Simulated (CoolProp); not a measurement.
Vapour pressure (bar) of octamethyltrisiloxane (MDM): the reference equation beside estimates from Tc = 292.2 °C, pc = 14.38 bar, ω = 0.528.

The numbers come from the reference Helmholtz-energy equation of state, Thol 2017 in CoolProp.

```
T (°C)  reference  van der Waals  Soave-Redlich-Kwong
------  ---------  -------------  -------------------
-2.25   0.0006652         0.2977            0.0007691
4.75     0.001171         0.3556             0.001323
11.75    0.001991         0.4211             0.002205
18.75    0.003279         0.4949             0.003566
25.75    0.005244         0.5774             0.005615
32.65    0.008109         0.6678             0.008568
39.65     0.01231         0.7693              0.01285
46.65     0.01825         0.8810              0.01887
53.65     0.02648          1.004              0.02714
60.65     0.03766          1.137              0.03831
```

Absolute difference from the reference over all 10 rows, mean and median: van der Waals 14749.7 and 9523.0 %, Soave-Redlich-Kwong 7.3 and 6.4 %.
